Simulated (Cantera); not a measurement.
A Cantera script and what it prints.

```python
import numpy as np
import cantera as ct

gas_names = """
    C CO CO2 C2 C2O C3 C3O2 C4 C5 O O2 O3 Ti TiO TiO2
""".split()
cond_names = """
    C(gr) Ti(a) Ti(b) Ti(L) TiC(s) TiC(L) TiO(a) TiO(b) TiO(L) TiO2(ru) TiO2(L) Ti2O3(a) Ti2O3(b)
    Ti2O3(L) Ti3O5(a) Ti3O5(b) Ti3O5(L) Ti4O7(s) Ti4O7(L)
""".split()


# ... load() reads the species with a 1 bar reference pressure and builds the phases ...
atoms = {
    'Ti': {'Ti': 1},
    'CO2': {'C': 1, 'O': 2},
    'CO': {'C': 1, 'O': 1},
}
top_T = {'C(gr)': 4500}  # K; cautious upper limits of use, not melting points


# ... equilibrate(T, P, feed) seeds the gas with the atoms and calls Mixture.equilibrate('TP', solver="gibbs", rtol=1e-10, max_steps=50000) ...
results = []
feed = {'Ti': 1, 'CO2': 1.1, 'CO': 0.83}  # mol
for P in [10, 35, 120, 440, 1600, 5500, 19000, 68000, 240000, 850000, 3000000]:
    for T in [1100, 1150, 1200, 1250, 1300, 1350, 1400, 1450, 1500, 1550]:
        mix = equilibrate(T, P, feed)
        results.append((T, P, feed, dict(zip(mix.species_names, mix.species_moles))))

for T, P, feed, n in results:
    print(f"{T:7g} {P:10.4g}  " + (" + ".join(c for c in cond_names if n.get(c, 0) > 1e-12) or "gas only"))
```

It prints:

```
   1100         10  TiC(s) + Ti2O3(b)
   1150         10  TiC(s) + Ti2O3(b)
   1200         10  TiC(s) + Ti2O3(b)
   1250         10  TiC(s) + Ti2O3(b)
   1300         10  TiC(s) + Ti2O3(b)
   1350         10  TiC(s) + Ti2O3(b)
   1400         10  TiC(s) + Ti2O3(b)
   1450         10  TiC(s) + Ti2O3(b)
   1500         10  TiC(s) + Ti2O3(b)
   1550         10  TiC(s) + Ti2O3(b)
   1100         35  C(gr) + Ti3O5(b)
   1150         35  TiC(s) + Ti2O3(b)
   1200         35  TiC(s) + Ti2O3(b)
   1250         35  TiC(s) + Ti2O3(b)
   1300         35  TiC(s) + Ti2O3(b)
   1350         35  TiC(s) + Ti2O3(b)
   1400         35  TiC(s) + Ti2O3(b)
   1450         35  TiC(s) + Ti2O3(b)
   1500         35  TiC(s) + Ti2O3(b)
   1550         35  TiC(s) + Ti2O3(b)
   1100        120  C(gr) + Ti4O7(s)
   1150        120  C(gr) + Ti3O5(b)
   1200        120  TiC(s) + Ti3O5(b)
   1250        120  TiC(s) + Ti2O3(b)
   1300        120  TiC(s) + Ti2O3(b)
   1350        120  TiC(s) + Ti2O3(b)
   1400        120  TiC(s) + Ti2O3(b)
   1450        120  TiC(s) + Ti2O3(b)
   1500        120  TiC(s) + Ti2O3(b)
   1550        120  TiC(s) + Ti2O3(b)
   1100        440  C(gr) + TiO2(ru)
   1150        440  C(gr) + Ti4O7(s)
   1200        440  C(gr) + Ti3O5(b)
   1250        440  C(gr) + Ti3O5(b)
   1300        440  TiC(s) + Ti2O3(b)
   1350        440  TiC(s) + Ti2O3(b)
   1400        440  TiC(s) + Ti2O3(b)
   1450        440  TiC(s) + Ti2O3(b)
   1500        440  TiC(s) + Ti2O3(b)
   1550        440  TiC(s) + Ti2O3(b)
   1100       1600  C(gr) + TiO2(ru)
   1150       1600  C(gr) + TiO2(ru)
   1200       1600  C(gr) + Ti4O7(s)
   1250       1600  C(gr) + Ti3O5(b)
   1300       1600  C(gr) + Ti3O5(b)
   1350       1600  TiC(s) + Ti3O5(b)
   1400       1600  TiC(s) + Ti2O3(b)
   1450       1600  TiC(s) + Ti2O3(b)
   1500       1600  TiC(s) + Ti2O3(b)
   1550       1600  TiC(s) + Ti2O3(b)
   1100       5500  C(gr) + TiO2(ru)
   1150       5500  C(gr) + TiO2(ru)
   1200       5500  C(gr) + TiO2(ru)
   1250       5500  C(gr) + Ti4O7(s)
   1300       5500  C(gr) + Ti3O5(b)
   1350       5500  C(gr) + Ti3O5(b)
   1400       5500  TiC(s) + Ti3O5(b)
   1450       5500  TiC(s) + Ti2O3(b)
   1500       5500  TiC(s) + Ti2O3(b)
   1550       5500  TiC(s) + Ti2O3(b)
   1100    1.9e+04  C(gr) + TiO2(ru)
   1150    1.9e+04  C(gr) + TiO2(ru)
   1200    1.9e+04  C(gr) + TiO2(ru)
   1250    1.9e+04  C(gr) + TiO2(ru)
   1300    1.9e+04  C(gr) + Ti4O7(s)
   1350    1.9e+04  C(gr) + Ti4O7(s)
   1400    1.9e+04  C(gr) + Ti3O5(b)
   1450    1.9e+04  C(gr) + Ti3O5(b)
   1500    1.9e+04  TiC(s) + Ti3O5(b)
   1550    1.9e+04  TiC(s) + Ti2O3(b)
   1100    6.8e+04  C(gr) + TiO2(ru)
   1150    6.8e+04  C(gr) + TiO2(ru)
   1200    6.8e+04  C(gr) + TiO2(ru)
   1250    6.8e+04  C(gr) + TiO2(ru)
   1300    6.8e+04  C(gr) + TiO2(ru)
   1350    6.8e+04  C(gr) + Ti4O7(s)
   1400    6.8e+04  C(gr) + Ti4O7(s)
   1450    6.8e+04  C(gr) + Ti3O5(b)
   1500    6.8e+04  C(gr) + Ti3O5(b)
   1550    6.8e+04  C(gr) + Ti3O5(b)
   1100    2.4e+05  C(gr) + TiO2(ru)
   1150    2.4e+05  C(gr) + TiO2(ru)
   1200    2.4e+05  C(gr) + TiO2(ru)
   1250    2.4e+05  C(gr) + TiO2(ru)
   1300    2.4e+05  C(gr) + TiO2(ru)
   1350    2.4e+05  C(gr) + TiO2(ru)
   1400    2.4e+05  C(gr) + TiO2(ru)
   1450    2.4e+05  C(gr) + Ti4O7(s)
   1500    2.4e+05  C(gr) + Ti3O5(b)
   1550    2.4e+05  C(gr) + Ti3O5(b)
   1100    8.5e+05  C(gr) + TiO2(ru)
   1150    8.5e+05  C(gr) + TiO2(ru)
   1200    8.5e+05  C(gr) + TiO2(ru)
   1250    8.5e+05  C(gr) + TiO2(ru)
   1300    8.5e+05  C(gr) + TiO2(ru)
   1350    8.5e+05  C(gr) + TiO2(ru)
   1400    8.5e+05  C(gr) + TiO2(ru)
   1450    8.5e+05  C(gr) + TiO2(ru)
   1500    8.5e+05  C(gr) + Ti4O7(s)
   1550    8.5e+05  C(gr) + Ti4O7(s)
   1100      3e+06  C(gr) + TiO2(ru)
   1150      3e+06  C(gr) + TiO2(ru)
   1200      3e+06  C(gr) + TiO2(ru)
   1250      3e+06  C(gr) + TiO2(ru)
   1300      3e+06  C(gr) + TiO2(ru)
   1350      3e+06  C(gr) + TiO2(ru)
   1400      3e+06  C(gr) + TiO2(ru)
   1450      3e+06  C(gr) + TiO2(ru)
   1500      3e+06  C(gr) + TiO2(ru)
   1550      3e+06  C(gr) + TiO2(ru)
```

Equilibrium computed with Cantera from the NASA thermochemical tables; the gas is ideal and each condensed phase is pure. Mutual solubility and eutectic melting of coexisting phases are not modelled. TiC: taken at fixed stoichiometry. Condensed phases not in the tables: Magnéli phases beyond Ti4O7.
